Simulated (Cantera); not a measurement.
Input (Python, Cantera) and output of one run.

```python
import numpy as np
import cantera as ct

gas_names = """

""".split()
cond_names = """
    V2O4(I) V2O4(II) V2O4(L) V2O5(s) V2O5(L) V2O3(s) V2O3(L)
""".split()


# ... load() reads the species with a 1 bar reference pressure and builds the phases ...
species = {s.name: s for s in load("nasa_gas.yaml", gas_names) + load("nasa_condensed.yaml", cond_names)}
# Each term lists the table entries of one substance; the one whose range holds T is used.
reactions = {
    '2 V2O4 = V2O5 + V2O3':
        [(-2, ['V2O4(I)', 'V2O4(II)', 'V2O4(L)']), (1, ['V2O5(s)', 'V2O5(L)']), (1, ['V2O3(s)', 'V2O3(L)'])],
}


def pick(names, T):
    return next(species[n] for n in names if species[n].thermo.min_temp <= T <= species[n].thermo.max_temp)


results = []
for label, terms in reactions.items():
    print(label)
    print("     T/K   dH/kJ  dS/(J/K)   dG/kJ   log10 K")
    for T in [2450, 2500, 2550, 2600, 2650, 2700, 2750, 2800, 2850, 2900, 2950]:
        used = [(nu, pick(names, T)) for nu, names in terms]
        dH = sum(nu * s.thermo.h(T) for nu, s in used) / 1e6
        dS = sum(nu * s.thermo.s(T) for nu, s in used) / 1e3
        dG = dH - T * dS / 1e3
        logK = -dG * 1e6 / (ct.gas_constant * T * np.log(10))
        results.append((label, T, dH, dS, dG, logK, [s.name for _, s in used]))
        print(f"{T:8g} {dH:8.1f} {dS:8.1f} {dG:8.1f} {logK:8.2f}")
```

It prints:

```
2 V2O4 = V2O5 + V2O3
     T/K   dH/kJ  dS/(J/K)   dG/kJ   log10 K
    2450    -15.8    -54.7    118.2    -2.52
    2500    -19.7    -56.3    121.0    -2.53
    2550    -23.7    -57.9    123.8    -2.54
    2600    -27.6    -59.4    126.8    -2.55
    2650    -31.6    -60.9    129.8    -2.56
    2700    -35.5    -62.4    132.9    -2.57
    2750    -39.5    -63.8    136.0    -2.58
    2800    -43.4    -65.2    139.2    -2.60
    2850    -47.4    -66.6    142.5    -2.61
    2900    -51.4    -68.0    145.9    -2.63
    2950    -55.3    -69.4    149.3    -2.64
```

Source: NASA polynomial tables (part measured, part estimated), evaluated in Cantera. Condensed species are held in their standard states even where they would react or evaporate.
